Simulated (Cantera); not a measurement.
Mixture: CH₄ : H₂ : O₂ : N₂ = 1 : 0.036 : 1.83 : 9.36 (molar parts), equivalence ratio 1.1, at 100000 Pa, adiabatic and at constant pressure. Ignition delay is the time to a rise of 400 K.

Detailed kinetics in Cantera: GRI-Mech 3.0 (53 species, 325 reactions).

Problem. Predict: delay at 1173 K; delay at 1273 K; delay at 1373 K; delay at 1473 K; delay at 1573 K; apparent activation energy between 1523 and 1623 K.

Solution. 
```json
{
  "delay at 1173 K": "61.8 ms",
  "delay at 1273 K": "17.1 ms",
  "delay at 1373 K": "5.14 ms",
  "delay at 1473 K": "1.73 ms",
  "delay at 1573 K": "0.671 ms",
  "apparent activation energy between 1523 and 1623 K": "180 kJ/mol"
}
```
